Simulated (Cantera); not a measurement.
Input: 1 mol C2H5OH, 0.21 mol O2, 5.4 mol H2, equilibrated at 0.440 bar.

Method: chemical equilibrium by Gibbs-energy minimisation in Cantera with the NASA 1993 tables (ideal gas, pure condensed phases). Candidate condensed phases: C, C6H6, C7H8, C8H18, H2O; 110 gas species. The numbers say what is thermodynamically allowed, not how fast it happens.

log p: log10 of the partial pressure in bar; n: condensed amount in mol.

| T (°C) | log p H2 | log p CO | log p H | log p C2H2 (acetylene) | log p CH4 | log p H2O | n C(graphite) |
|---|---|---|---|---|---|---|---|
| 1175 | -0.43 | -1.20 | -5.25 | -5.75 | -3.33 | -4.22 | 0.571 |
| 1275 | -0.42 | -1.20 | -4.72 | -5.23 | -3.54 | -4.53 | 0.574 |
| 1375 | -0.42 | -1.20 | [?] | [?] | [?] | [?] | 0.575 |
| 1475 | -0.42 | -1.20 | [?] | [?] | [?] | [?] | 0.575 |
| 1575 | -0.42 | -1.20 | -3.49 | -4.01 | -4.03 | -5.27 | 0.574 |
| 1675 | -0.43 | -1.20 | -3.16 | -3.69 | -4.16 | -5.46 | 0.569 |
| 1775 | -0.43 | -1.20 | -2.86 | -3.41 | -4.28 | -5.64 | 0.561 |
| 1875 | -0.43 | -1.20 | -2.59 | -3.15 | -4.39 | -5.79 | 0.547 |

**Question.** Complete the blanks.

**Answer.** 
- 1375, log p H: -4.26
- 1375, log p C2H2 (acetylene): -4.77
- 1375, log p CH4: -3.72
- 1375, log p H2O: -4.81
- 1475, log p H: -3.85
- 1475, log p C2H2 (acetylene): -4.37
- 1475, log p CH4: -3.89
- 1475, log p H2O: -5.05
